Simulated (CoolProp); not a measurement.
Saturation properties of water.

Values from CoolProp's reference Helmholtz-energy equation of state, Wagner 2002.

```json
[
 {"T (K)": "363.2", "p (MPa)": "0.07032", "enthalpy of vaporisation (kJ/kg)": "?", "vapour viscosity (µPa s)": "11.9"},
 {"T (K)": "365.6", "p (MPa)": "0.07697", "enthalpy of vaporisation (kJ/kg)": "2276", "vapour viscosity (µPa s)": "12.0"},
 {"T (K)": "368.1", "p (MPa)": "0.08445", "enthalpy of vaporisation (kJ/kg)": "2270", "vapour viscosity (µPa s)": "12.1"},
 {"T (K)": "370.5", "p (MPa)": "0.09219", "enthalpy of vaporisation (kJ/kg)": "2263", "vapour viscosity (µPa s)": "12.1"},
 {"T (K)": "373", "p (MPa)": "?", "enthalpy of vaporisation (kJ/kg)": "?", "vapour viscosity (µPa s)": "?"},
 {"T (K)": "375.4", "p (MPa)": "0.1098", "enthalpy of vaporisation (kJ/kg)": "2250", "vapour viscosity (µPa s)": "12.3"},
 {"T (K)": "377.9", "p (MPa)": "?", "enthalpy of vaporisation (kJ/kg)": "2244", "vapour viscosity (µPa s)": "12.4"},
 {"T (K)": "380.3", "p (MPa)": "0.1302", "enthalpy of vaporisation (kJ/kg)": "2237", "vapour viscosity (µPa s)": "12.5"},
 {"T (K)": "382.8", "p (MPa)": "0.1417", "enthalpy of vaporisation (kJ/kg)": "?", "vapour viscosity (µPa s)": "12.6"},
 {"T (K)": "385.2", "p (MPa)": "0.1535", "enthalpy of vaporisation (kJ/kg)": "2224", "vapour viscosity (µPa s)": "12.7"},
 {"T (K)": "387.7", "p (MPa)": "0.1667", "enthalpy of vaporisation (kJ/kg)": "2217", "vapour viscosity (µPa s)": "12.7"},
 {"T (K)": "390.1", "p (MPa)": "0.1802", "enthalpy of vaporisation (kJ/kg)": "2211", "vapour viscosity (µPa s)": "12.8"},
 {"T (K)": "392.6", "p (MPa)": "0.1952", "enthalpy of vaporisation (kJ/kg)": "2204", "vapour viscosity (µPa s)": "?"}
]
```

Problem. Fill in the missing entries.

Solution. 
- 363.2, enthalpy of vaporisation (kJ/kg): 2282
- 373, p (MPa): 0.1009
- 373, enthalpy of vaporisation (kJ/kg): 2257
- 373, vapour viscosity (µPa s): 12.2
- 377.9, p (MPa): 0.1199
- 382.8, enthalpy of vaporisation (kJ/kg): 2231
- 392.6, vapour viscosity (µPa s): 12.9

It boils at 373.1 K under 1 atm.

Viscosity comes from a separate model (Huber 2009).
